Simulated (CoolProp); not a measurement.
Model: reference Helmholtz-energy equation of state, Zhou 2011, in CoolProp.

Problem. For dimethyl carbonate, give the phase and the density (kg/m³), cp (kJ/(kg K)), cv (kJ/(kg K)), expansivity (1/kK) at 369.5 K and 27.4 MPa; 347.7 K and 0.17 MPa; 379.9 K and 1.3 MPa.

Solution. 
- 369.5 K and 27.4 MPa: liquid; density 1000, cp 1.92, cv 1.47, expansivity 1.20
- 347.7 K and 0.17 MPa: liquid; density 996, cp 1.92, cv 1.42, expansivity 1.40
- 379.9 K and 1.3 MPa: liquid; density 952, cp 2.00, cv 1.48, expansivity 1.54
